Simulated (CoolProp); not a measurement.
Vapour-liquid equilibrium of hydrogen sulfide (1) + propane (2) at 217.5 K; x and y are mole fractions of (1).

Computed with CoolProp (multi-fluid Helmholtz-energy mixture model, Lemmon 2006 and Lemmon 2009; pair parameters Kunz 2012).

```
x     bubble pressure, mixture model (MPa)  bubble pressure, Raoult's law (MPa)  y, mixture model  y, Raoult's law
----  ------------------------------------  -----------------------------------  ----------------  ---------------
0.05                               0.07523                              0.05717             0.316            0.112
0.2                                    ___                              0.06828               ___            0.374
0.35                                   ___                              0.07939             0.678            0.562
0.5                                    ___                              0.09049             0.715            0.705
0.65                                0.1411                               0.1016             0.742            0.816
0.8                                    ___                               0.1127               ___            0.905
0.95                                0.1353                               0.1238             0.902            0.978
```

Q: Some entries are withheld; supply them.

A: 
- 0.2, bubble pressure, mixture model (MPa): 0.1144
- 0.2, y, mixture model: 0.597
- 0.35, bubble pressure, mixture model (MPa): 0.1312
- 0.5, bubble pressure, mixture model (MPa): 0.1381
- 0.8, bubble pressure, mixture model (MPa): 0.1420
- 0.8, y, mixture model: 0.783

The largest gap from Raoult's law is +67.5 % in bubble pressure, at x = 0.2. y crosses x between x = 0.65 and 0.8: the model has an azeotrope there.

Pair parameters are fitted to limited data, so mixtures are less certain than the pure fluids. With so large a gap from Raoult's law the liquid may split in two, which this calculation doesn't test in full.
